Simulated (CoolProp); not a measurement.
n-heptane at several states: Z from the reference equation and from simpler models built on Tc = 541.2 K, pc = 2.774 MPa, ω = 0.349; each cubic takes its own stable root.

Values from CoolProp's reference Helmholtz-energy equation of state, Span 2003. It is a short technical equation, of lower accuracy than the large ones.

```
T (K)  p (MPa)   phase  reference  van der Waals  Redlich-Kwong  Soave-Redlich-Kwong  Peng-Robinson
-----  -------  ------  ---------  -------------  -------------  -------------------  -------------
523.8     2.27  liquid     0.1347         0.5988         0.5334               0.1706         0.1520
211.2   0.0503  liquid   0.003818       0.006702       0.004496             0.004411       0.003936
448.6    0.039     gas     0.9902         0.9934         0.9918               0.9910         0.9904
```

At some of these states van der Waals, Redlich-Kwong gives the other phase, because its saturation line lies elsewhere.
